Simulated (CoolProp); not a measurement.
Properties of the fluoroketone C6F12O (FK-5-1-12) along the isotherm -50.45 °C.

Computed with CoolProp (reference Helmholtz-energy equation of state, McLinden 2015).

| p (MPa) | phase | density (kg/m³) | cp (kJ/(kg K)) | cv (kJ/(kg K)) | isothermal compressibility (1/MPa) | expansivity (1/kK) |
|---|---|---|---|---|---|---|
| 0.584 | liquid | 1815 | 1.099 | 0.8795 | 0.001216 | 1.475 |
| 1.17 | liquid | 1816 | 1.099 | 0.8797 | 0.001206 | 1.468 |
| 1.75 | liquid | 1818 | 1.098 | 0.8799 | 0.001197 | 1.460 |
| 2.34 | liquid | 1819 | 1.098 | 0.8801 | 0.001187 | 1.453 |
| 2.92 | liquid | 1820 | 1.098 | 0.8804 | 0.001178 | 1.447 |
| 3.5 | liquid | 1821 | 1.097 | 0.8806 | 0.001169 | 1.440 |
| 4.09 | liquid | 1823 | 1.097 | 0.8808 | 0.001161 | 1.433 |
| 4.67 | liquid | 1824 | 1.097 | 0.8811 | 0.001152 | 1.427 |
